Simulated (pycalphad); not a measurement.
An equivalent pycalphad script:

```python
from pycalphad import Database, equilibrium, calculate, variables as v
import numpy as np
db = Database('COST507.tdb')
comps = ['TI', 'HF', 'B', 'VA']
phases = ['B2M', 'B2TI', 'B4M3', 'B4TI3', 'BCC_A2', 'BETA_RHOMBO_B', 'BM', 'BTI', 'HCP_A3', 'LIQUID']
eq = equilibrium(db, comps, phases, {v.X('HF'): 0.0038, v.X('B'): 0.0066, v.T: np.arange(2850, 499, -40), v.P: 101325, v.N: 1}, output=['HM', 'SM'])
```

CALPHAD calculation (pycalphad, COST 507 light-alloy database (1999)), 1 atm. These are 1990s assessments: newer ones move some temperatures and phases. Amounts are mole fractions of atoms. Diffusion is slow at the low end, where real alloys seldom reach equilibrium.

Results at three of the temperatures:

```
T = 1570.00 K, P = 101325 Pa, N = 1 mol of atoms
G = -89133 J/mol, H = 41651 J/mol, S = 83.30 J/(mol K)  (SER reference)
chemical potentials (J/mol): Ti -88061, Hf -185220, B -194664
phase             fraction      x(Ti)      x(Hf)       x(B)
BCC_A2              0.9906     0.9943     0.0038     0.0019
BM                  0.0094     0.4997    0.00031     0.5000
```

```
T = 1210.00 K, P = 101325 Pa, N = 1 mol of atoms
G = -60555 J/mol, H = 30498 J/mol, S = 75.25 J/(mol K)  (SER reference)
chemical potentials (J/mol): Ti -59460, Hf -132444, B -183284
phase             fraction      x(Ti)      x(Hf)       x(B)
BCC_A2              0.9895     0.9948     0.0038     0.0013
BM                  0.0105     0.4998   0.000216     0.5000
```

```
T = 570.00 K, P = 101325 Pa, N = 1 mol of atoms
G = -21190 J/mol, H = 6322 J/mol, S = 48.27 J/(mol K)  (SER reference)
chemical potentials (J/mol): Ti -20107, Hf -46209, B -169103
phase             fraction      x(Ti)      x(Hf)       x(B)
HCP_A3              0.9871     0.9960     0.0038   0.000131
BM                  0.0129     0.4999   7.39e-05     0.5000
```

Changes of the phase set, refined by bisection:

| T (°C) | phases above | phases below |
|---|---|---|
| 1652.8 | liquid | bcc + liquid |
| 1541.0 | bcc + liquid | bcc + BM |
| 880.1 | bcc + BM | bcc + BM + hcp |
| 879.2 | bcc + BM + hcp | BM + hcp |

Database names, with the compositions (at.%) that they take in these runs: BM: Ti 50 B 50. BCC_A2 is bcc; HCP_A3 is hcp.
